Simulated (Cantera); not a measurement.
# Catalytic stagnation flow on Pt

A jet of 3.45 % CH4, 18.7 % O2, 77.8 % N2 at 300 K and 0.118 atm hits a platinum plate 4.8 cm away at a mass flux of 0.026 kg/m²/s; the plate temperature is set and raised in steps from an oxygen-covered start.

Computed with Cantera and Deutschmann's 1995 Pt surface mechanism with GRI-Mech 3.0 gas chemistry. Catalytic surfaces can have several steady states; this one follows from the mechanism file's or the stated starting coverage.

| plate T (K) | wall x CH4 | wall x O2 | wall x H2O | wall x OH | wall x CO | wall x CO2 | θ free Pt | θ O* | θ OH* |
|---|---|---|---|---|---|---|---|---|---|
| 900 | 0.0206 | 0.157 | 0.0259 | 3.20e-8 | 7.21e-6 | 0.0171 | 0.169 | 0.829 | 0.00139 |
| 950 | 0.0147 | 0.145 | 0.0369 | 9.94e-8 | 7.08e-6 | 0.0244 | 0.233 | 0.766 | 0.00152 |
| 1000 | 0.0103 | 0.136 | 0.0448 | 2.70e-7 | 6.72e-6 | 0.0296 | 0.300 | 0.699 | 0.00151 |
| 1050 | 0.00749 | 0.130 | 0.0499 | 6.52e-7 | 6.44e-6 | 0.0331 | 0.367 | 0.632 | 0.00142 |
| 1100 | 0.00563 | 0.126 | 0.0532 | 1.42e-6 | 6.33e-6 | 0.0353 | 0.433 | 0.566 | 0.00130 |
x: mole fraction at the wall; θ: surface coverage.
